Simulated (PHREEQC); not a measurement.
Dissolve 1 mmol/kgw H2SO4 at 25 °C. Closed to the air; pH follows from the charge balance.

Equilibrium calculation in PHREEQC: ion-association model, wateq4f.dat.

```
Quantity                   Result
----------------  ---------------
pH                           2.75
ionic strength    0.00275 mol/kgw
total alkalinity     -2.00 meq/kg
```

```
species  molality  activity   log γ
-------  --------  --------  ------
H+        0.00187   0.00178  -0.023
SO4-2    0.000873  0.000696  -0.099
HSO4-    0.000127  0.000120  -0.025
```

Precipitation was switched off in this run.
